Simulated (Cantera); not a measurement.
Input: 1 mol SiC, 0.01 mol O2, 4 mol H2, at 1152 °C and 4.50 mbar.

Equilibrium computed with Cantera from the NASA thermochemical tables; the gas is ideal and each condensed phase is pure. Candidate condensed phases: C, C6H6, C7H8, C8H18, H2O, Si, SiC, SiO2; 123 gas species. Rates play no part.

Problem. What is the equilibrium state?

Solution. 
| Quantity | Result |
|---|---|
| x(H2) | 0.995 |
| x(SiO) | 0.00249 |
| x(CO) | 0.00249 |
| x(H) | 0.000101 |
| n(SiC(s)) | 0.990 mol |
| gas amount | 4.020 mol |
| log10 activity of Si(s) (absent) | -0.85 |
| log10 activity of C(graphite) (absent) | -1.43 |
